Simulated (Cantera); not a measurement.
Feed: 1 mol Ti, 0.021 mol O2, 5.2 mol CO, equilibrated at 0.00133 bar.

These are equilibrium values from Cantera (NASA tables, ideal gas, pure condensed phases), not measurements of a reactor. Candidate condensed phases: C, Ti, TiC, TiO, TiO2, Ti2O3, Ti3O5, Ti4O7; 15 gas species. Mutual solubility and eutectic melting of coexisting phases are not modelled. TiC: taken at fixed stoichiometry. Condensed phases not in the tables: Magnéli phases beyond Ti4O7. The numbers say what is thermodynamically allowed, not how fast it happens.

x: gas mole fraction; n: condensed amount in mol.

```
T (K)    x CO    x CO2     x TiO      x Ti    x TiO2  n C(graphite)  n TiO2(rutile)  n Ti4O7(s)  n TiC(s)  n Ti2O3(s)
-----  ------  -------  --------  --------  --------  -------------  --------------  ----------  --------  ----------
623    0.0662    0.934    <1e-12    <1e-12    <1e-12           3.52            1.00           0         0           0
723     0.493    0.507    <1e-12    <1e-12    <1e-12           3.05            1.00           0         0           0
823     0.943   0.0568    <1e-12    <1e-12    <1e-12           2.13            1.00           0         0           0
923     0.996  0.00417    <1e-12    <1e-12    <1e-12           1.97            1.00           0         0           0
1023    1.000      [?]    <1e-12    <1e-12    <1e-12           1.96            1.00           0         0           0
1123    1.000  8.05e-5    <1e-12    <1e-12    <1e-12           1.71               0       0.250         0           0
1223    1.000  2.58e-5    <1e-12    <1e-12    <1e-12              0               0           0     0.583       0.208
1323    1.000  2.38e-5  2.38e-12    <1e-12    <1e-12              0               0           0     0.583       0.208
1423    1.000  2.21e-5  1.54e-10    <1e-12  8.16e-12              0               0           0     0.583       0.208
1523    1.000  2.08e-5   5.71e-9  8.51e-11  1.83e-10              0               0           0     0.583       0.208
1623    1.000  1.97e-5       [?]       [?]       [?]              0               0           0     0.583       0.208
1723    1.000  1.88e-5   2.15e-6   1.30e-7   2.99e-8              0               0           0     0.583       0.208
```

### Question
Complete the blanks.

### Answer

- 1623, x TiO: 1.34e-7
- 1623, x Ti: 4.19e-9
- 1623, x TiO2: 2.75e-9
- 1023, x CO2: 0.000476
